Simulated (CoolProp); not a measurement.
Aqueous potassium formate as a coolant, at 11 °C, 1 atm.

Values from CoolProp's Melinder's fits for secondary coolants.

```tsv
mass %	freezing point (°C)	cp (kJ/(kg K))	Prandtl number	density (kg/m³)	conductivity (W/(m K))
1.4	?	4.137	9.33	1009	0.580
8.5	?	3.863	9.79	1053	0.568
15.6	-8.4	3.602	10.1	?	0.556
22.8	-14.0	3.353	?	?	0.543
29.9	-21.0	?	11.9	?	0.530
37	-30.3	2.936	13.0	1243	0.514
44.1	-42.2	2.765	15.2	1298	0.495
```

Task: What belongs in the gaps?

Result: 
- 1.4, freezing point (°C): -0.6
- 8.5, freezing point (°C): -4.1
- 15.6, density (kg/m³): 1097
- 22.8, Prandtl number: 10.9
- 22.8, density (kg/m³): 1144
- 29.9, cp (kJ/(kg K)): 3.130
- 29.9, density (kg/m³): 1192
